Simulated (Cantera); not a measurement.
# Thermodynamics of oxide etching and cleaning by halides, feed MgO + HBr + O₂

A closed system holds: 1 mol MgO, 1.7 mol HBr, 0.99 mol O₂, at 0.290 bar.

These are equilibrium values from Cantera (NASA tables, ideal gas, pure condensed phases), not measurements of a reactor. Candidate condensed phases: Br₂, H₂O, Mg, MgBr₂, MgO, Mg(OH)₂; 20 gas species. Equilibrium is a limit: real reactors are often held back by kinetics, nucleation or transport.

```tsv
T (K)	x H₂O	x Br₂	x O₂	x Br	x HBr	x MgBr₂	x OH	n MgO(s)
923	0.372	0.371	0.250	0.00243	0.00494	5.60e-9	6.18e-8	1.00
973	0.370	0.367	0.250	0.00465	0.00783	3.23e-8	1.83e-7	1.00
1023	0.367	0.363	0.251	0.00836	0.0118	1.56e-7	4.87e-7	1.00
1073	0.362	0.355	0.251	0.0142	0.0171	6.40e-7	1.18e-6	1.000
1123	0.357	0.346	0.251	0.0228	0.0237	2.30e-6	2.63e-6	1.000
1173	0.350	0.332	0.251	0.0351	0.0317	7.27e-6	5.48e-6	1.000
1223	0.341	0.315	0.251	0.0516	0.0409	2.06e-5	1.07e-5	1.000
1273	0.331	0.295	0.250	0.0731	0.0511	5.26e-5	1.98e-5	1.000
1323	0.320	0.270	0.249	0.0995	0.0619	0.000122	3.47e-5	1.000
1373	0.308	0.242	0.247	0.131	0.0727	0.000259	5.82e-5	0.999
```
x: gas mole fraction; n: condensed amount in mol.

From 923 K to 1373 K the condensed part is MgO(s).
